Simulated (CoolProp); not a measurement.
Vapour-liquid equilibrium of methane (1) + ethylene (2) at 0.115 MPa; x and y are mole fractions of (1).

Values from CoolProp's multi-fluid Helmholtz-energy mixture model, Setzmann 1991 and Smukala 2000; pair parameters Bell 2016.

```json
[
 {"x": "0.05", "bubble temperature, mixture model (K)": "153.7", "bubble temperature, Raoult's law (K)": "157.2", "y, mixture model": "0.693", "y, Raoult's law": "0.617"},
 {"x": "0.2", "bubble temperature, mixture model (K)": "130.4", "bubble temperature, Raoult's law (K)": "136.8", "y, mixture model": "0.965", "y, Raoult's law": "0.939"},
 {"x": "0.35", "bubble temperature, mixture model (K)": "123.0", "bubble temperature, Raoult's law (K)": "127.8", "y, mixture model": "0.987", "y, Raoult's law": "0.980"},
 {"x": "0.5", "bubble temperature, mixture model (K)": "119.5", "bubble temperature, Raoult's law (K)": "122.5", "y, mixture model": "0.993", "y, Raoult's law": "0.992"},
 {"x": "0.65", "bubble temperature, mixture model (K)": "117.3", "bubble temperature, Raoult's law (K)": "118.8", "y, mixture model": "0.996", "y, Raoult's law": "0.996"},
 {"x": "0.8", "bubble temperature, mixture model (K)": "115.6", "bubble temperature, Raoult's law (K)": "116.1", "y, mixture model": "0.997", "y, Raoult's law": "0.999"},
 {"x": "0.95", "bubble temperature, mixture model (K)": "113.9", "bubble temperature, Raoult's law (K)": "113.9", "y, mixture model": "0.999", "y, Raoult's law": "1.000"}
]
```

The largest gap from Raoult's law is -6.4 K in bubble temperature, at x = 0.2. No azeotrope shows between x = 0.05 and 0.95.

The pair parameters rest on a limited set of measurements; away from them the model extrapolates. With so large a gap from Raoult's law the liquid may split in two, which this calculation doesn't test in full.
